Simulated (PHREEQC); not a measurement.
A solution holds 1.2 mmol/kgw NH4Cl, at 25 °C. Closed to the air; pH follows from the charge balance.

Equilibrium calculation in PHREEQC: ion-association model, phreeqc.dat.

No solid was allowed to form.

Question: Estimate the pH.

Answer: pH 6.10.
